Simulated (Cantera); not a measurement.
An adiabatic, constant-volume homogeneous reactor starts with CH₄ : O₂ : N₂ : H₂O = 1 : 0.8 : 6.64 : 0.25 (molar parts), at 1773 K and 390000 Pa. Integrator tolerance rtol = 1e-08.

Detailed kinetics in Cantera: GRI-Mech 3.0 (53 species, 325 reactions).

```csv
quantity,before,after
time of steepest temperature rise,94.7 µs,0.355 s
temperature at 2.00 s,2437 K,1751 K
equilibrium temperature,2437 K,1750 K
x(CH₄) at 2.00 s,6.04e-10 (gas-phase equilibrium 6.82e-10),0.000101 (gas-phase equilibrium 7.83e-8)
x(O₂) at 2.00 s,8.56e-7 (gas-phase equilibrium 8.56e-7),3.62e-11 (gas-phase equilibrium 3.57e-11)
x(H₂O) at 2.00 s,0.0774 (gas-phase equilibrium 0.0774),0.0742 (gas-phase equilibrium 0.0740)
x(HO₂) at 2.00 s,1.52e-9 (gas-phase equilibrium 1.52e-9),<1e-12 (gas-phase equilibrium <1e-12)
x(CH₃) at 2.00 s,2.20e-10 (gas-phase equilibrium 2.48e-10),4.53e-7 (gas-phase equilibrium 3.49e-10)
x(NO₂) at 2.00 s,1.82e-10 (gas-phase equilibrium 1.82e-10),<1e-12 (gas-phase equilibrium <1e-12)
```

**Question.** Which change was made?
(A) initial temperature 1773 to 1050 K
(B) N2 6.64 to 2.7 parts
(C) initial temperature 1773 to 1398 K
(D) pressure from 390000 Pa to 100000 Pa

**Answer.** A, initial temperature 1773 to 1050 K
